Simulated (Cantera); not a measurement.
A closed system holds: 1 mol Si, a varied amount of CO2, 12 mol N2, at 1675 K and 0.150 bar.

Cantera equilibrium calculation (NASA polynomials, part measured and part estimated; ideal gas, pure solids and liquids). Candidate condensed phases: C, Si, SiC, SiO2, Si2N2O, Si3N4; 34 gas species. Mutual solubility and eutectic melting of coexisting phases are not modelled. The tables hold silica as quartz up to 1696 K and as liquid above; real silica turns to tridymite and cristobalite and melts near 1996 K. Rates play no part.

x: gas mole fraction; n: condensed amount in mol.

```json
[
 {"n(CO2) (mol)": "0.024", "x N2": "0.998", "x CO": "0.00180", "x CO2": "2.19e-10", "x SiO": "4.89e-5", "x NO": "<1e-12", "n SiC(s)": "0.00355", "n Si2N2O(s)": "(withheld)", "n Si3N4(s)": "0.314", "n SiO2(β-quartz)": "0"},
 {"n(CO2) (mol)": "0.038", "x N2": "0.998", "x CO": "0.00180", "x CO2": "2.19e-10", "x SiO": "4.89e-5", "x NO": "<1e-12", "n SiC(s)": "0.0175", "n Si2N2O(s)": "(withheld)", "n Si3N4(s)": "0.291", "n SiO2(β-quartz)": "0"},
 {"n(CO2) (mol)": "0.059", "x N2": "0.998", "x CO": "0.00180", "x CO2": "2.19e-10", "x SiO": "4.89e-5", "x NO": "<1e-12", "n SiC(s)": "0.0385", "n Si2N2O(s)": "(withheld)", "n Si3N4(s)": "0.256", "n SiO2(β-quartz)": "0"},
 {"n(CO2) (mol)": "0.093", "x N2": "0.998", "x CO": "0.00180", "x CO2": "2.19e-10", "x SiO": "4.89e-5", "x NO": "<1e-12", "n SiC(s)": "0.0724", "n Si2N2O(s)": "(withheld)", "n Si3N4(s)": "0.199", "n SiO2(β-quartz)": "0"},
 {"n(CO2) (mol)": "0.15", "x N2": "0.998", "x CO": "0.00180", "x CO2": "2.19e-10", "x SiO": "4.89e-5", "x NO": "<1e-12", "n SiC(s)": "0.129", "n Si2N2O(s)": "(withheld)", "n Si3N4(s)": "0.104", "n SiO2(β-quartz)": "0"},
 {"n(CO2) (mol)": "0.23", "x N2": "0.996", "x CO": "0.00427", "x CO2": "9.25e-10", "x SiO": "6.54e-5", "x NO": "<1e-12", "n SiC(s)": "0.180", "n Si2N2O(s)": "(withheld)", "n Si3N4(s)": "0", "n SiO2(β-quartz)": "0"},
 {"n(CO2) (mol)": "0.36", "x N2": "0.977", "x CO": "0.0225", "x CO2": "1.49e-8", "x SiO": "0.000115", "x NO": "<1e-12", "n SiC(s)": "0.0938", "n Si2N2O(s)": "0.452", "n Si3N4(s)": "0", "n SiO2(β-quartz)": "0"},
 {"n(CO2) (mol)": "0.56", "x N2": "0.952", "x CO": "0.0462", "x CO2": "7.81e-6", "x SiO": "0.00187", "x NO": "1.41e-10", "n SiC(s)": "0", "n Si2N2O(s)": "0.472", "n Si3N4(s)": "0", "n SiO2(β-quartz)": "0.0324"},
 {"n(CO2) (mol)": "0.88", "x N2": "0.928", "x CO": "0.0702", "x CO2": "1.18e-5", "x SiO": "0.00188", "x NO": "1.38e-10", "n SiC(s)": "0", "n Si2N2O(s)": "(withheld)", "n Si3N4(s)": "0", "n SiO2(β-quartz)": "0.245"},
 {"n(CO2) (mol)": "1.4", "x N2": "0.892", "x CO": "0.106", "x CO2": "1.75e-5", "x SiO": "0.00191", "x NO": "1.33e-10", "n SiC(s)": "0", "n Si2N2O(s)": "(withheld)", "n Si3N4(s)": "0", "n SiO2(β-quartz)": "0.591"},
 {"n(CO2) (mol)": "2.2", "x N2": "0.845", "x CO": "0.141", "x CO2": "0.0141", "x SiO": "3.15e-6", "x NO": "7.86e-8", "n SiC(s)": "0", "n Si2N2O(s)": "0", "n Si3N4(s)": "0", "n SiO2(β-quartz)": "1.000"},
 {"n(CO2) (mol)": "3.4", "x N2": "0.779", "x CO": "0.130", "x CO2": "0.0909", "x SiO": "4.51e-7", "x NO": "5.28e-7", "n SiC(s)": "0", "n Si2N2O(s)": "0", "n Si3N4(s)": "0", "n SiO2(β-quartz)": "1.000"}
]
```

### Question
Fill in the missing entries.

### Answer

- 0.024, n Si2N2O(s): 0.0270
- 0.038, n Si2N2O(s): 0.0550
- 0.059, n Si2N2O(s): 0.0969
- 0.093, n Si2N2O(s): 0.165
- 0.15, n Si2N2O(s): 0.279
- 0.23, n Si2N2O(s): 0.409
- 0.88, n Si2N2O(s): 0.366
- 1.4, n Si2N2O(s): 0.192
